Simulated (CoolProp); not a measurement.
Values from CoolProp's reference Helmholtz-energy equation of state, Thol 2021.

**Question.** Give the vapour pressure (MPa), liquid density (kg/m³), enthalpy of vaporisation (kJ/kg) of saturated chlorine at 251.4, 258.7, 302.4 K.

**Answer.** 
```tsv
T (K)	p (MPa)	liquid density (kg/m³)	enthalpy of vaporisation (kJ/kg)
251.4	0.168	1530	280
258.7	0.223	1510	275
302.4	0.869	1380	245
```
